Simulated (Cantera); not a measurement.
Input (Python, Cantera) and output of one run.

```python
import numpy as np
import cantera as ct

gas_names = """
    C CH CH2 CH3 CH2OH CH3O CH4 CH3OH CN CO CO2 COOH C2 C2H CHCO,ketyl C2H2,acetylene C2H2,vinylidene
    CH2CO,ketene C2H3,vinyl CH3CN CH3CO,acetyl C2H4 C2H4O,ethylen CH3CHO,ethanal CH3COOH (HCOOH)2 C2H5
    C2H6 CH3OCH3 C2H5OH CCN CNC C2N2 C2O C3 C3H3,propargyl C3H4,allene C3H4,propyne C3H4,cyclo-
    C3H5,allyl C3H6,propylene C3H6,cyclo- C3H6O C3H7,n-propyl C3H7,i-propyl C3H8 C3H8O,1propanol
    C3H8O,2propanol C3O2 C4 C4H2 C4H4,1,3-cyclo- C4H6,butadiene C4H6,2-butyne C4H6,cyclo- C4H8,1-butene
    C4H8,cis2-buten C4H8,tr2-butene C4H8,isobutene C4H8,cyclo- (CH3COOH)2 C4H9,n-butyl C4H9,i-butyl
    C4H9,s-butyl C4H9,t-butyl C4H10,isobutane C4H10,n-butane C4N2 C5 C5H6,1,3cyclo- C5H8,cyclo-
    C5H10,1-pentene C5H10,cyclo- C5H11,pentyl C5H11,t-pentyl C5H12,n-pentane C5H12,i-pentane
    CH3C(CH3)2CH3 C6H2 C6H5,phenyl C6H5O,phenoxy C6H6 C6H5OH,phenol C6H10,cyclo- C6H12,1-hexene
    C6H12,cyclo- C6H13,n-hexyl C7H7,benzyl C7H8 C7H8O,cresol C7H14,1-heptene C7H15,n-heptyl
    C7H16,n-heptane C8H8,styrene C8H10,ethylbenz C8H16,1-octene C8H17,n-octyl C8H18,isooctane
    C8H18,n-octane C9H19,n-nonyl C10H8,naphthale C10H21,n-decyl C12H9,o-bipheny C12H10,bipheny H HCN HCO
    HCCN HNC HNCO HNO HNO2 HNO3 HO2 H2 HCHO,formaldehy HCOOH H2O H2O2 N NCO NH NH2 NH3 NH2OH NO NO2 NO3
    N2 N2H2 N2H4 N2O O OH O2 O3 Pb PbO Pb2
""".split()
cond_names = """
    C(gr) C6H6(L) C7H8(L) C8H18(L),n-octa H2O(s) H2O(L) Pb(cr) Pb(L) PbO(rd) PbO(yw) PbO(L) PbO2(s)
    Pb3O4(s)
""".split()


def load(file, names, dense=False):
    # The tables refer to 1 bar. Condensed volumes are neglected.
    table = {s.name: s for s in ct.Species.list_from_file(file)}
    out = []
    for n in names:
        d = dict(table[n].input_data)
        d["thermo"] = dict(d["thermo"], **{"reference-pressure": 1e5})
        if dense:
            d["equation-of-state"] = {"model": "constant-volume", "density": "1e6 g/cm^3"}
        out.append(ct.Species.from_dict(d))
    return out


gas = ct.Solution(thermo="ideal-gas", species=load("nasa_gas.yaml", gas_names))
cond = {s.name: ct.Solution(thermo="fixed-stoichiometry", species=[s], name=s.name)
        for s in load("nasa_condensed.yaml", cond_names, dense=True)}
atoms = {
    'PbO': {'Pb': 1, 'O': 1},
    'CH4': {'C': 1, 'H': 4},
    'N2': {'N': 2},
}
top_T = {'C(gr)': 4500, 'Pb3O4(s)': 820}  # K; cautious upper limits of use, not melting points


def equilibrate(T, P, feed):
    n = {}
    for name, mol in feed.items():
        for a, k in atoms[name].items():
            n[a] = n.get(a, 0.0) + k * mol
    gas.TPX = T, P, n
    mass = sum(n.values()) * gas.mean_molecular_weight
    gas.equilibrate("TP")
    valid = [c for c in cond.values() if c.min_temp <= T <= top_T.get(c.name, c.max_temp)]
    mix = ct.Mixture([(gas, mass / gas.mean_molecular_weight)] + [(c, 0.0) for c in valid])
    mix.T, mix.P = T, P
    mix.equilibrate("TP", solver="vcs", rtol=1e-11, max_steps=5000)
    return mix


results = []
feed = {'PbO': 1, 'CH4': 0.47, 'N2': 0.79}  # mol
P = 21  # Pa
for T in [1175, 1275, 1375, 1475, 1575, 1675, 1775, 1875, 1975, 2075, 2175]:
    mix = equilibrate(T, P, feed)
    results.append((T, P, feed, dict(zip(mix.species_names, mix.species_moles))))

top = {s: max(r[3][s] / sum(r[3][g] for g in gas_names) for r in results) for s in gas_names}
cols = sorted((s for s in top if top[s] > 0.0001), key=lambda s: -top[s])[:9]
seen = [c for c in cond_names if any(r[3].get(c, 0) > 1e-12 for r in results)]
print("log10 of partial pressures in bar; condensed amounts in mol")
print(f"{'T/K':>10s}" + "".join(f"{s[:9]:>10s}" for s in cols + seen))
for T, P, feed, n in results:
    ng = sum(n[g] for g in gas_names)
    print(f"{T:10.4g}" + "".join(f"{np.log10(max(n[s] / ng * P / 1e5, 1e-99)):10.3f}" for s in cols)
          + "".join(f"{n.get(c, 0):10.4g}" for c in seen))
```

Result:

```
log10 of partial pressures in bar; condensed amounts in mol
       T/K        Pb        N2        H2       H2O        CO         H       CO2        OH         O
      1175    -4.183    -4.285    -4.428    -4.613    -4.690    -9.126    -4.982   -11.468   -16.147
      1275    -4.183    -4.285    -4.442    -4.592    -4.665    -8.354    -5.036   -10.438   -14.360
      1375    -4.183    -4.285    -4.454    -4.576    -4.646    -7.692    -5.084    -9.559   -12.833
      1475    -4.183    -4.285    -4.464    -4.564    -4.631    -7.119    -5.127    -8.801   -11.513
      1575    -4.183    -4.286    -4.473    -4.555    -4.620    -6.618    -5.165    -8.139   -10.360
      1675    -4.184    -4.286    -4.482    -4.548    -4.612    -6.176    -5.198    -7.558    -9.344
      1775    -4.185    -4.287    -4.494    -4.545    -4.606    -5.785    -5.227    -7.042    -8.441
      1875    -4.188    -4.289    -4.512    -4.547    -4.603    -5.439    -5.252    -6.583    -7.631
      1975    -4.193    -4.294    -4.540    -4.559    -4.603    -5.134    -5.275    -6.174    -6.901
      2075    -4.203    -4.303    -4.582    -4.594    -4.608    -4.865    -5.306    -5.820    -6.248
      2175    -4.221    -4.321    -4.638    -4.681    -4.615    -4.630    -5.374    -5.545    -5.692
```

Equilibrium computed with Cantera from the NASA thermochemical tables; the gas is ideal and each condensed phase is pure.
